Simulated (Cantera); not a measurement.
Input: 1 mol Ta, 0.35 mol O₂, 7.8 mol H₂, at 2248 K and 0.100 bar.

These are equilibrium values from Cantera (NASA tables, ideal gas, pure condensed phases), not measurements of a reactor. Candidate condensed phases: H₂O, Ta, Ta₂O₅; 12 gas species. Mutual solubility and eutectic melting of coexisting phases are not modelled. Condensed phases not in the tables: N, O or C dissolved in the metal. Equilibrium is a limit: real reactors are often held back by kinetics, nucleation or transport.

Base state: H₂ 0.973, H 0.0229, H₂O 0.00410, TaO₂ 0.000374, TaO 8.00e-5, OH 1.45e-5 (mole fractions); condensed: Ta(s) + Ta₂O₅(l).

### Question
What changes in the equilibrium state with this change: temperature from 2248 K to 1698 K?

### Answer
```json
[
 {"species": "H₂", "before": "0.973", "after": "0.999"},
 {"species": "H", "before": "0.0229", "after": "0.000457"},
 {"species": "H₂O", "before": "0.00410", "after": "0.000380"},
 {"species": "TaO₂", "before": "0.000374", "after": "2.06e-8"},
 {"species": "TaO", "before": "8.00e-5", "after": "4.15e-9"},
 {"species": "OH", "before": "1.45e-5", "after": "8.94e-9"},
 {"species": "Ta(s), mol", "before": "0.732", "after": "0.721"},
 {"species": "Ta₂O₅(l), mol", "before": "0.132", "after": "0"},
 {"species": "Ta₂O₅(s), mol", "before": "0", "after": "0.139"}
]
```

### Question
What changes in the equilibrium state with this change: pressure from 0.100 bar to 13.3 mbar?

### Answer
```
species          before     after
-------------  --------  --------
H₂                0.973     0.931
H                0.0229    0.0614
H₂O             0.00410   0.00393
TaO₂           0.000374   0.00280
TaO             8.00e-5  0.000600
OH              1.45e-5   3.88e-5
Ta(s), mol        0.732     0.725
Ta₂O₅(l), mol     0.132     0.124
```

### Question
What changes in the equilibrium state with this change: temperature from 2248 K to 1200 K?

### Answer
```tsv
species	before	after
H₂	0.973	1.000
H₂O	0.00410	4.41e-6
H	0.0229	6.24e-7
TaO₂	0.000374	<1e-9
TaO	8.00e-5	<1e-9
OH	1.45e-5	<1e-9
Ta(s), mol	0.732	0.720
Ta₂O₅(l), mol	0.132	0
Ta₂O₅(s), mol	0	0.140
```
